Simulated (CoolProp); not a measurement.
R1123 along the isobar 5.36 MPa: fugacity coefficient from the reference equation and from simpler models built on Tc = 331.7 K, pc = 4.549 MPa, ω = 0.243; each cubic takes its own stable root.

Computed with CoolProp (reference Helmholtz-energy equation of state, Akasaka 2020).

| T (K) | phase | reference | van der Waals | Redlich-Kwong | Soave-Redlich-Kwong | Peng-Robinson |
|---|---|---|---|---|---|---|
| 226 | liquid | 0.04167 | 0.1658 | 0.06629 | 0.04260 | 0.04159 |
| 237.7 | liquid | ___ | 0.2059 | 0.09821 | 0.06787 | 0.06588 |
| 249.4 | liquid | 0.09902 | 0.2501 | 0.1383 | 0.1022 | 0.09874 |
| 261 | liquid | 0.1409 | 0.2973 | 0.1861 | 0.1459 | 0.1407 |
| 272.7 | liquid | 0.1930 | 0.3479 | 0.2418 | 0.2004 | ___ |
| 284.4 | liquid | ___ | 0.4008 | 0.3043 | ___ | 0.2545 |
| 296.1 | liquid | 0.3254 | 0.4552 | 0.3722 | 0.3382 | 0.3248 |
| 307.8 | liquid | 0.4037 | 0.5103 | 0.4436 | 0.4185 | 0.4021 |
| 319.4 | liquid | 0.4865 | 0.5645 | 0.5155 | 0.5021 | 0.4826 |
| 331.1 | liquid | 0.5717 | 0.6174 | 0.5859 | 0.5852 | 0.5628 |

Question: Fill in the missing entries.

Answer: 
- 237.7, reference: 0.06608
- 272.7, Peng-Robinson: 0.1927
- 284.4, reference: 0.2547
- 284.4, Soave-Redlich-Kwong: 0.2648
